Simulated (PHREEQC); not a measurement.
Solution (30 °C and 500 atm): 0.0031 mol HF, 0.00036 mol ZnSO4 and 0.0061 mol KCl per kg of water. Closed to the air; pH follows from the charge balance.

Equilibrium calculation in PHREEQC: ion-association model, phreeqc.dat.

Precipitation was switched off in this run.

Q: What pH, ionic strength, specific conductance does the model give?

A: pH 2.92; ionic strength 0.00876 mol/kgw; specific conductance 1590 µS/cm.

Q: In which forms is S present?

A: SO4-2 90 %, HSO4- 5.3 %, KSO4- 2.4 %, ZnSO4 2.0 % of the S.

Under pressure, the constants of complexes without a molar volume in the database are unreliable.
